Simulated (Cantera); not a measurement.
Input: 1 mol Si, 0.0013 mol O2, 140 mol N2, held at 0.240 Pa.

Cantera equilibrium calculation (NASA polynomials, part measured and part estimated; ideal gas, pure solids and liquids). Candidate condensed phases: Si, SiO2, Si2N2O, Si3N4; 16 gas species. N2 is the only nitrogen source here; it is nearly inert below about 1500 K, so the nitride shown seldom forms there in practice. Mutual solubility and eutectic melting of coexisting phases are not modelled. Rates play no part.

Task: Which condensed phases are stable at each of these points (T (°C)): 802, 852, 902, 952, 1002, 1052, 1102, 1152, 1202, 1252?

Result: 
| T (°C) | condensed phases | Si condensed (%) |
|---|---|---|
| 802 | Si2N2O(s) + Si3N4(s) | 100.0 |
| 852 | Si2N2O(s) + Si3N4(s) | 100.0 |
| 902 | Si2N2O(s) + Si3N4(s) | 100.0 |
| 952 | Si3N4(s) | 99.7 |
| 1002 | Si3N4(s) | 99.7 |
| 1052 | Si3N4(s) | 99.4 |
| 1102 | Si(s) | 97.3 |
| 1152 | Si(s) | 90.2 |
| 1202 | Si(s) | 65.7 |
| 1252 | gas only | 0.0 |

From 802 °C to 902 °C the condensed part is Si2N2O(s) + Si3N4(s). From 952 °C to 1052 °C the condensed part is Si3N4(s). From 1102 °C to 1202 °C the condensed part is Si(s). At 1252 °C nothing is condensed.
